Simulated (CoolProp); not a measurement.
Vapour-liquid equilibrium of R22 (1) + c-C4F8 (RC318) (2) at 329.6 K; x and y are mole fractions of (1).

The numbers come from the multi-fluid Helmholtz-energy mixture model, Kamei 1995 and Platzer 1990; pair parameters Bell 2016 in CoolProp. This equation is an older, rougher fit; its heat capacities, sound speeds and derivatives of the liquid may be far off and weren't checked against measurements.

| x | bubble pressure, mixture model (kPa) | bubble pressure, Raoult's law (kPa) | y, mixture model | y, Raoult's law |
|---|---|---|---|---|
| 0.05 | 811.0 | 841.0 | 0.092 | 0.134 |
| 0.125 | ? | 951.9 | 0.242 | 0.295 |
| 0.2 | ? | 1063 | 0.384 | 0.423 |
| 0.275 | 1201 | 1174 | 0.503 | 0.526 |
| 0.35 | 1365 | 1285 | 0.596 | 0.612 |
| 0.425 | 1523 | 1396 | 0.667 | 0.684 |
| 0.5 | ? | 1507 | 0.722 | 0.745 |
| 0.575 | 1794 | 1618 | 0.766 | 0.798 |
| 0.65 | ? | 1728 | 0.804 | 0.845 |
| 0.725 | 2000 | 1839 | 0.838 | 0.885 |
| 0.8 | 2085 | 1950 | 0.873 | 0.921 |
| 0.875 | 2159 | 2061 | ? | 0.953 |
| 0.95 | 2219 | 2172 | 0.960 | 0.982 |

Q: Fill in the missing entries.

A: 
- 0.125, bubble pressure, mixture model (kPa): 910.8
- 0.2, bubble pressure, mixture model (kPa): 1045
- 0.5, bubble pressure, mixture model (kPa): 1667
- 0.65, bubble pressure, mixture model (kPa): 1904
- 0.875, y, mixture model: 0.912

The largest gap from Raoult's law is +10.9 % in bubble pressure, at x = 0.575. No azeotrope shows between x = 0.05 and 0.95.

Pair parameters are fitted to limited data, so mixtures are less certain than the pure fluids. The gap from Raoult's law changes sign with composition, which may be real or a fault of the pair parameters; it wasn't checked against measurements.
